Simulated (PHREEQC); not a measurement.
PHREEQC input (ion-association model, wateq4f.dat):

```
SOLUTION_MASTER_SPECIES
  An  An-  0  An  62.0  # stands for a non-complexing anion
SOLUTION_SPECIES
  An- = An-
    -log_k 0
    -gamma 3.0 0
PHASES
  Fix_H+
    H+ = H+
    -log_k 0
SOLUTION 1
  temp 25
  units mmol/kgw
  pH 7 charge
  As(3) 0.018
  Na 100.197
  F 0.16
  As(5) 0.0094
  An 100
END
SELECTED_OUTPUT 1
  -reset false
  -pH true
  -pe true
  -ionic_strength true
  -water true
  -totals As F Na As(3) As(5)
  -molalities Hfo_wOH Hfo_wOH2+ Hfo_wO- Hfo_sOH Hfo_sOH2+ Hfo_sO- Hfo_wF Hfo_wOHF- Hfo_wH2AsO3 Hfo_wH2AsO4
    Hfo_wHAsO4- Hfo_wOHAsO4-3
  -saturation_indices Arsenolite
USER_PUNCH 1
  -headings sigma psi
  10 PUNCH EDL("sigma", "Hfo"), EDL("psi", "Hfo")
PRINT
  -reset false
USE solution 1
SURFACE 1
  Hfo_wOH 0.000853933 600 0.38
  Hfo_sOH 2.13483e-05
EQUILIBRIUM_PHASES 1
  Fix_H+ -4 HAn 10
    -force_equality true
END
# ... the last block is repeated for the other 16 points of pH, with NaOH or the acid as the point needs
```

Selected output (columns that matter, 14 of 17 rows; pH added in front):

```
pH	mu	As	F	Na	m_Hfo_wOH	m_Hfo_wOH2+	m_Hfo_wO-	m_Hfo_sOH	m_Hfo_sOH2+	m_Hfo_sO-	m_Hfo_wF	si_Arsenolite	sigma	psi
4	0.10064	9.3078e-07	4.3109e-05	0.1002	6.949e-05	0.00064091	1.726e-07	2.0877e-06	1.9255e-05	5.1857e-09	0.00010013	-10.658	0.26929	0.13755
4.38	0.10053	5.35e-07	4.6787e-05	0.1002	0.00012371	0.00058955	5.9466e-07	3.6995e-06	1.7631e-05	1.7784e-08	8.5516e-05	-11.139	0.24148	0.13203
4.75	0.10046	3.4621e-07	5.4107e-05	0.1002	0.00019326	0.0005261	1.6263e-06	5.7223e-06	1.5578e-05	4.8155e-08	6.7577e-05	-11.517	0.20819	0.12453
5.5	0.10036	1.904e-07	7.9849e-05	0.1002	0.00035468	0.0003844	7.497e-06	1.0142e-05	1.0992e-05	2.1438e-07	3.3063e-05	-12.037	0.1377	0.10382
5.88	0.10032	1.5677e-07	9.6879e-05	0.1002	0.00043183	0.00031831	1.3421e-05	1.2073e-05	8.8996e-06	3.7523e-07	2.0401e-05	-12.206	0.10657	0.091246
6.25	0.10029	1.3656e-07	0.00011378	0.1002	0.00049686	0.000262	2.1586e-05	1.3591e-05	7.1667e-06	5.9046e-07	1.177e-05	-12.327	0.080636	0.077964
6.62	0.10026	1.241e-07	0.00012896	0.1002	0.00054854	0.00021502	3.2059e-05	1.4719e-05	5.7694e-06	8.6021e-07	6.2852e-06	-12.412	0.058785	0.063695
7.38	0.10022	1.1405e-07	0.00014958	0.1002	0.00061074	0.00014759	5.7898e-05	1.5974e-05	3.8601e-06	1.5143e-06	1.4108e-06	-12.505	0.023933	0.031164
7.75	0.1002	1.1592e-07	0.00015449	0.1002	0.0006244	0.00012566	7.1076e-05	1.6233e-05	3.267e-06	1.8479e-06	6.3552e-07	-12.524	0.010227	0.013976
8.12	0.10019	1.259e-07	0.0001572	0.1002	0.00063136	0.00010772	8.4774e-05	1.636e-05	2.7913e-06	2.1967e-06	2.7893e-07	-12.534	-0.0026536	-0.0036686
8.5	0.10018	1.5686e-07	0.00015862	0.1002	0.00063336	9.1288e-05	0.00010067	1.6383e-05	2.3613e-06	2.6039e-06	1.177e-07	-12.538	-0.016243	-0.021815
9.25	0.10024	4.7048e-07	0.00015965	0.1003	0.00062017	6.0253e-05	0.00014623	1.6016e-05	1.556e-06	3.7764e-06	2.0627e-08	-12.527	-0.049043	-0.056048
9.62	0.10029	1.0276e-06	0.00015982	0.10038	0.00060053	4.5577e-05	0.00018127	1.5495e-05	1.176e-06	4.6772e-06	8.5285e-09	-12.511	-0.07022	-0.071591
10	0.1004	2.3441e-06	0.0001599	0.10052	0.00056662	3.1949e-05	0.00023021	1.4595e-05	8.2297e-07	5.9299e-06	3.3558e-09	-12.492	-0.096498	-0.086437
```

Species that the database lacks are ignored.
